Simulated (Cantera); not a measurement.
Charge: 1 mol BCl3, 6.1 mol N2, 2.8 mol O2, equilibrated at 1875 K.

Equilibrium computed with Cantera from the NASA thermochemical tables; the gas is ideal and each condensed phase is pure. Candidate condensed phases: B, BN, B2O3; 25 gas species. The tables' values for BOCl are old estimates; treat these amounts as uncertain. Equilibrium is a limit: real reactors are often held back by kinetics, nucleation or transport.

### Question
At 37.0 Pa, list the 5 most abundant gas species with their mole fractions, and the condensed phases.

### Answer
N2 0.518, Cl 0.253, O2 0.167, B2O3 0.0327, BO2 0.0173. Condensed: gas only.
